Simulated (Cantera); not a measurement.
Input (Python, Cantera) and output of one run.

```python
import numpy as np
import cantera as ct

gas_names = """
    Br Br2 Ca CaBr CaBr2 CaO CaOH CaO2H2 Ca2 H HBr HO2 H2 H2O H2O2 O OH O2 O3
""".split()
cond_names = """
    Br2(cr) Br2(L) Ca(a) Ca(b) Ca(L) CaBr2(s) CaBr2(L) CaO(s) CaO(L) CaO2H2(s) H2O(s) H2O(L)
""".split()


# ... load() reads the species with a 1 bar reference pressure and builds the phases ...
atoms = {
    'CaO': {'Ca': 1, 'O': 1},
    'HBr': {'H': 1, 'Br': 1},
    'H2': {'H': 2},
}
top_T = {}  # K; cautious upper limits of use, not melting points


# ... equilibrate(T, P, feed) seeds the gas with the atoms and calls Mixture.equilibrate('TP', solver="vcs", rtol=1e-11, max_steps=5000) ...
results = []
feed = {'CaO': 1, 'HBr': 6.7, 'H2': 0.21}  # mol
P = 1000  # Pa
for T in [748, 823, 898, 973, 1048, 1123, 1198, 1273, 1348, 1423, 1498, 1573]:
    mix = equilibrate(T, P, feed)
    results.append((T, P, feed, dict(zip(mix.species_names, mix.species_moles))))

top = {s: max(r[3][s] / sum(r[3][g] for g in gas_names) for r in results) for s in gas_names}
cols = sorted((s for s in top if top[s] > 0.0001), key=lambda s: -top[s])[:7]
seen = [c for c in cond_names if any(r[3].get(c, 0) > 1e-12 for r in results)]
print("log10 of partial pressures in bar; condensed amounts in mol")
print(f"{'T/K':>10s}" + "".join(f"{s[:9]:>10s}" for s in cols + seen))
for T, P, feed, n in results:
    ng = sum(n[g] for g in gas_names)
    print(f"{T:10.4g}" + "".join(f"{np.log10(max(n[s] / ng * P / 1e5, 1e-99)):10.3f}" for s in cols)
          + "".join(f"{n.get(c, 0):10.4g}" for c in seen))
```

It prints:

```
log10 of partial pressures in bar; condensed amounts in mol
       T/K       HBr       H2O     CaBr2        Br        H2       Br2         H  CaBr2(s)  CaBr2(L)
       748    -2.099    -2.772   -11.445    -8.454    -3.449    -8.987   -14.266         1         0
       823    -2.099    -2.772    -9.603    -7.493    -3.449    -8.306   -12.859         1         0
       898    -2.100    -2.772    -8.077    -6.690    -3.449    -7.736   -11.685         1         0
       973    -2.100    -2.772    -6.794    -6.010    -3.449    -7.253   -10.690    0.9999         0
      1048    -2.100    -2.772    -5.750    -5.427    -3.447    -6.840    -9.836         0    0.9989
      1123    -2.101    -2.772    -4.913    -4.923    -3.443    -6.486    -9.092         0    0.9928
      1198    -2.105    -2.775    -4.192    -4.487    -3.433    -6.188    -8.437         0    0.9617
      1273    -2.118    -2.785    -3.566    -4.115    -3.416    -5.951    -7.855         0    0.8343
      1348    -2.157    -2.819    -3.018    -3.812    -3.401    -5.796    -7.336         0    0.3674
      1423    -2.192    -2.846    -2.846    -3.556    -3.356    -5.690    -6.856         0         0
      1498    -2.210    -2.850    -2.850    -3.332    -3.274    -5.606    -6.402         0         0
      1573    -2.234    -2.855    -2.855    -3.145    -3.185    -5.563    -5.983         0         0
```

Equilibrium computed with Cantera from the NASA thermochemical tables; the gas is ideal and each condensed phase is pure.
